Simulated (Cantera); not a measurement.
Mixture: CH₄ : O₂ : N₂ = 1 : 2 : 7.52 (molar parts), at 260000 Pa, adiabatic and at constant volume. Ignition delay is the time to a rise of 400 K.

Model: GRI-Mech 3.0 (53 species, 325 reactions), integrated in Cantera.

**Question.** At T0 = 1150 K, what is the delay, and which 6 reactions control it most (d ln τ / d ln k, from doubling and halving each rate constant)?

**Answer.** The delay is 36.9 ms.
```json
[
 {"reaction": "2 CH3 (+M) <=> C2H6 (+M)", "d ln τ / d ln k": "0.56", "faster rate": "lengthens it"},
 {"reaction": "CH3 + O2 <=> CH2O + OH", "d ln τ / d ln k": "-0.39", "faster rate": "shortens it"},
 {"reaction": "CH2O + O2 <=> HCO + HO2", "d ln τ / d ln k": "-0.35", "faster rate": "shortens it"},
 {"reaction": "CH3 + O2 <=> CH3O + O", "d ln τ / d ln k": "-0.29", "faster rate": "shortens it"},
 {"reaction": "CH3 + HO2 <=> CH3O + OH", "d ln τ / d ln k": "-0.28", "faster rate": "shortens it"},
 {"reaction": "CH4 + H <=> CH3 + H2", "d ln τ / d ln k": "0.24", "faster rate": "lengthens it"}
]
```
